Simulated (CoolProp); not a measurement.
Model: reference Helmholtz-energy equation of state, Thol 2019, in CoolProp.

**Question.** Give the vapour pressure (MPa), liquid density (kg/m³), vapour density (kg/m³), enthalpy of vaporisation (kJ/kg) of saturated decamethylcyclopentasiloxane (D5) at 481.7 K.

**Answer.** 
```csv
T (K),p (MPa),liquid density (kg/m³),vapour density (kg/m³),enthalpy of vaporisation (kJ/kg)
481.7,0.0958,746,9.72,111
```
